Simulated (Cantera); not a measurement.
A perfectly stirred reactor is fed with N2O = 1 (molar parts), at 0.0207 atm; it is held at 1525 K, and followed from long to short residence time.

Cantera simulation using GRI-Mech 3.0 (53 species, 325 reactions); the numbers are that mechanism's predictions, not measurements. GRI-Mech 3.0 was tuned for natural gas; its chemistry of N2O as a main component is partial and can be far from experiment. Radical loss at walls, strong at low pressure, is not modelled. The temperature is held fixed by assumption; the heat of reaction is taken as removed at once.

Problem. What does this change do: temperature 1525 to 1048 K?

Solution. 
```json
[
 {"quantity": "x(N2O) at τ = 2.10 s", "before": "0.166", "after": "0.999"},
 {"quantity": "x(O) at τ = 2.10 s", "before": "8.93e-5", "after": "1.19e-7"},
 {"quantity": "x(NO2) at τ = 2.10 s", "before": "3.81e-5", "after": "3.50e-9"},
 {"quantity": "x(NO) at τ = 2.10 s", "before": "0.144", "after": "5.20e-5"},
 {"quantity": "x(O2) at τ = 2.10 s", "before": "0.206", "after": "0.000470"},
 {"quantity": "x(N2O) at τ = 36.0 ms", "before": "0.920", "after": "1.000"},
 {"quantity": "x(O) at τ = 36.0 ms", "before": "9.05e-5", "after": "1.18e-7"},
 {"quantity": "x(NO2) at τ = 36.0 ms", "before": "1.39e-6", "after": "1.26e-12"},
 {"quantity": "x(NO) at τ = 36.0 ms", "before": "0.0139", "after": "8.81e-7"},
 {"quantity": "x(O2) at τ = 36.0 ms", "before": "0.0196", "after": "7.96e-6"}
]
```
The mechanism lacks the step 2 NO + O2 → 2 NO2, which can matter for NO2 below about 1400 K.
